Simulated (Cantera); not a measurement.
An adiabatic, constant-volume homogeneous reactor starts with CH4 : H2 : O2 : N2 = 1 : 0.044 : 1.84 : 8.46 (molar parts), at 1425 K and 450 Torr.

Model: GRI-Mech 3.0 (53 species, 325 reactions), integrated in Cantera.

Q: Predict: time of steepest temperature rise; temperature at 0.200 s; equilibrium temperature; x(H2) at 0.200 s; x(O2) at 0.200 s; x(NO) at 0.200 s; x(O) at 0.200 s.

A: 
```json
{
 "time_of_steepest_temperature_rise": "3.39 ms",
 "temperature at 0.200 s": "2788 K",
 "equilibrium_temperature": "2788 K",
 "x(H2) at 0.200 s": "0.0235 (gas-phase equilibrium 0.0235)",
 "x(O2) at 0.200 s": "0.0115 (gas-phase equilibrium 0.0115)",
 "x(NO) at 0.200 s": "0.00802 (gas-phase equilibrium 0.00802)",
 "x(O) at 0.200 s": "0.00501 (gas-phase equilibrium 0.00501)"
}
```
